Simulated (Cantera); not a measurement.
Mixture: CH4 : O2 : N2 = 1 : 2 : 7.52 (molar parts), equivalence ratio 1.0, at 5.00 bar, adiabatic and at constant pressure. Ignition delay is the time to a rise of 400 K.

Detailed kinetics in Cantera: GRI-Mech 3.0 (53 species, 325 reactions).

### Question
What does this change do: constant volume in place of constant pressure?

### Answer
| quantity | before | after |
|---|---|---|
| delay at 1025 K | 0.120 s | 0.117 s |
| delay at 1100 K | 38.9 ms | 37.5 ms |
| delay at 1175 K | 13.9 ms | 13.3 ms |
| delay at 1250 K | 5.32 ms | 5.05 ms |
| delay at 1325 K | 2.18 ms | 2.05 ms |
| delay at 1400 K | 0.944 ms | 0.885 ms |
| apparent activation energy between 1250 and 1400 K | 170 kJ/mol | 170 kJ/mol |

### Question
What does this change do: N2 7.52 to 13 parts?

### Answer
| quantity | before | after |
|---|---|---|
| delay at 1025 K | 0.120 s | 0.193 s |
| delay at 1100 K | 38.9 ms | 63.9 ms |
| delay at 1175 K | 13.9 ms | 23.3 ms |
| delay at 1250 K | 5.32 ms | 9.06 ms |
| delay at 1325 K | 2.18 ms | 3.74 ms |
| delay at 1400 K | 0.944 ms | 1.62 ms |
| apparent activation energy between 1250 and 1400 K | 170 kJ/mol | 170 kJ/mol |
